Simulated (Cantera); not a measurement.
Input: 1 mol B, 41 mol N₂, 68 mol H₂, at 1350 °C and 0.0133 bar.

These are equilibrium values from Cantera (NASA tables, ideal gas, pure condensed phases), not measurements of a reactor. Candidate condensed phases: B, BN; 15 gas species. Kinetics and transport are ignored.

Base state: H₂ 0.626, N₂ 0.373, H 0.000474 (mole fractions); condensed: BN(s).

### Question
What changes in the equilibrium state with this change: pressure from 0.0133 bar to 0.00133 bar?

### Answer
```tsv
species	before	after
H₂	0.626	0.626
N₂	0.373	0.373
H	0.000474	0.00150
BN(s), mol	1.000	1.000
```

### Question
What changes in the equilibrium state with this change: B replaced by BF₃?

### Answer
```tsv
species	before	after
H₂	0.626	0.611
N₂	0.373	0.371
HF	0	0.0125
BF₃	0	0.00423
BF₂	0	0.000618
BHF₂	0	0.000332
BF	0	0.000162
H	0.000474	0.000469
BN(s), mol	1.000	0.411
```
The tables' values for BF₂ are old estimates; treat these amounts as uncertain.
